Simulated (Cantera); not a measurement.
Cantera run, input and output.

```python
import numpy as np
import cantera as ct

gas = ct.Solution("h2o2.yaml")
gas.TPX = 1300, 100000, {'H2': 0.84, 'O2': 1, 'N2': 1.6}
reactor = ct.IdealGasConstPressureReactor(gas, energy="off", clone=False)
net = ct.ReactorNet([reactor])
net.rtol, net.atol = 1e-08, 1e-18
show = ['H2', 'O2', 'HO2', 'H2O2', 'H2O']
times = np.geomspace(1e-05, 100, 12)

steps = ct.SolutionArray(gas, extra=["t"])
rows = []
print(f"{'t/s':>10s}{'T/K':>9s}{'P/Pa':>11s}" + "".join(f"{s:>11s}" for s in show))
for t in times:
    while net.time < t:
        t_next = net.step()
        steps.append(gas.state, t=t_next)
    rows.append([np.interp(t, steps.t, y) for y in (steps.T, steps.P, *steps(*show).X.T)])
    print(f"{t:10.3e}{rows[-1][0]:9.1f}{rows[-1][1]:11.4g}" + "".join(f"{x:11.3e}" for x in rows[-1][2:]))
rate = np.gradient(steps.T, steps.t)
print("integrator steps:", len(steps.t))
if steps.T.max() > steps.T[0] + 200:
    print(f"time of steepest temperature rise: {steps.t[rate.argmax()]:.4e} s")
gas.TPX = 1300, 100000, {'H2': 0.84, 'O2': 1, 'N2': 1.6}
gas.equilibrate("TP")
print(f"equilibrium (TP): T = {gas.T:.1f} K  " + "  ".join(f"{s} {gas[s].X[0]:.3e}" for s in show))
```

Result:

```
       t/s      T/K       P/Pa         H2         O2        HO2       H2O2        H2O
 1.000e-05   1300.0      1e+05  2.440e-01  2.906e-01  1.208e-05  5.383e-08  1.550e-04
 4.329e-05   1300.0      1e+05  5.019e-03  1.915e-01  1.554e-04  1.301e-05  2.690e-01
 1.874e-04   1300.0      1e+05  2.432e-04  1.919e-01  1.864e-05  1.821e-06  2.776e-01
 8.111e-04   1300.0      1e+05  1.117e-05  1.920e-01  1.612e-06  3.375e-07  2.780e-01
 3.511e-03   1300.0      1e+05  6.975e-07  1.920e-01  2.282e-07  7.019e-08  2.781e-01
 1.520e-02   1300.0      1e+05  1.292e-07  1.920e-01  7.165e-08  1.724e-08  2.781e-01
 6.579e-02   1300.0      1e+05  5.827e-08  1.920e-01  5.830e-08  7.212e-09  2.781e-01
 2.848e-01   1300.0      1e+05  5.545e-08  1.920e-01  5.841e-08  6.685e-09  2.781e-01
 1.233e+00   1300.0      1e+05  5.545e-08  1.920e-01  5.841e-08  6.685e-09  2.781e-01
 5.337e+00   1300.0      1e+05  5.545e-08  1.920e-01  5.841e-08  6.685e-09  2.781e-01
 2.310e+01   1300.0      1e+05  5.545e-08  1.920e-01  5.841e-08  6.685e-09  2.781e-01
 1.000e+02   1300.0      1e+05  5.545e-08  1.920e-01  5.841e-08  6.685e-09  2.781e-01
integrator steps: 1564
equilibrium (TP): T = 1300.0 K  H2 5.545e-08  O2 1.920e-01  HO2 5.841e-08  H2O2 6.685e-09  H2O 2.781e-01
```

Model: the H2/O2 subset of GRI-Mech 3.0, which has no nitrogen chemistry, integrated in Cantera. The temperature is held fixed by assumption; the heat of reaction is taken as removed at once.
